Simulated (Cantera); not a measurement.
A closed system holds: 1 mol Si2Cl6, 2.4 mol NH3, 2.3 mol H2, at 1175 K and 9.00 Torr.

Cantera equilibrium calculation (NASA polynomials, part measured and part estimated; ideal gas, pure solids and liquids). Candidate condensed phases: NH4Cl, Si, Si3N4; 28 gas species. The feed counts by its element totals alone. The tables' values for SiCl3 are old estimates; treat these amounts as uncertain. Equilibrium is a limit: real reactors are often held back by kinetics, nucleation or transport.

Base state: H2 0.470, HCl 0.432, SiCl4 0.0629, N2 0.0299, SiCl3 0.00252, SiHCl3 0.00161, SiCl2 0.000989 (mole fractions); condensed: Si3N4(s).

What changes in the equilibrium state with this change: NH3 from 2.4 to 1.5 mol?


| species | before | after |
|---|---|---|
| H2 | 0.470 | 0.493 |
| HCl | 0.432 | 0.367 |
| SiCl4 | 0.0629 | 0.123 |
| N2 | 0.0299 | 0.00355 |
| SiH2Cl2 | 5.30e-6 | 1.58e-5 |
| SiCl2 | 0.000989 | 0.00281 |
| SiHCl3 | 0.00161 | 0.00390 |
| SiCl3 | 0.00252 | 0.00596 |
| Si3N4(s), mol | 0.472 | 0.363 |
